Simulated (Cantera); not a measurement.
Feed: 1 mol B₂O₃, 1 mol H₂O, held at 1950 K and 5.33 Torr.

Method: chemical equilibrium by Gibbs-energy minimisation in Cantera with the NASA 1993 tables (ideal gas, pure condensed phases). Candidate condensed phases: B, B₂O₃, B₃O₃H₃, H₂O; 23 gas species. Kinetics and transport are ignored.

Base state: HBO₂ 0.602, B₂O₃ 0.190, H₂O 0.184, H₂ 0.00931, BO₂ 0.00931, OH 0.00235, O₂ 0.00210, H 0.00131 (mole fractions); condensed: gas only.

Problem. What changes in the equilibrium state with this change: B₂O₃ replaced by BF₃?

Solution. 
```csv
species,before,after
HF,0,0.651
BOF,0,0.322
BF₃,0,0.0126
HBO₂,0.602,0.00185
B₂O₃,0.190,3.53e-5
H₂O,0.184,0.00936
F,0,9.20e-5
BF₂,0,5.43e-5
BOF₂,0,2.50e-5
HBO,0.000142,9.50e-7
BO₂,0.00931,8.61e-5
```
The tables' values for BF₂ are old estimates; treat these amounts as uncertain.

Problem. What changes in the equilibrium state with this change: H₂O from 1 to 0.14 mol?

Solution. 
| species | before | after |
|---|---|---|
| B₂O₃ | 0.190 | 0.755 |
| HBO₂ | 0.602 | 0.226 |
| BO₂ | 0.00931 | 0.00720 |
| H₂O | 0.184 | 0.00651 |
| O₂ | 0.00210 | 4.75e-5 |
| B₂O₂ | 6.36e-6 | 0.000168 |
| OH | 0.00235 | 0.000172 |
| O | 0.000245 | 3.69e-5 |
